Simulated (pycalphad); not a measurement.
Effect of Si content in Mn-Si

Source of the numbers: pycalphad with the COST 507 light-alloy database (1999); pressure 1 atm. The data set is of 1999 and partly superseded. Amounts are mole fractions of atoms.

| alloy | liquidus (K) | first solid | solidus (K) | phases at 1150 K |
|---|---|---|---|---|
| Mn-0.2665Si (wt.%) | 1517 | bcc | 1515 | β-Mn 1.00 |
| Mn-0.5344Si (wt.%) | 1514 | bcc | 1509 | β-Mn 1.00 |
| Mn-1.074Si (wt.%) | 1507 | bcc | 1489 | β-Mn 1.00 |
| Mn-1.62Si (wt.%) | 1500 | bcc | 1459 | β-Mn 1.00 |
| Mn-2.171Si (wt.%) | 1491 | bcc | 1445 | β-Mn 1.00 |
| Mn-4.434Si (wt.%) | (withheld) | (withheld) | (withheld) | β-Mn 1.00 |

Question: Some entries are withheld; supply them.

Answer: 
- Mn-4.434Si (wt.%), liquidus (K): 1443
- Mn-4.434Si (wt.%), first solid: β-Mn
- Mn-4.434Si (wt.%), solidus (K): 1394
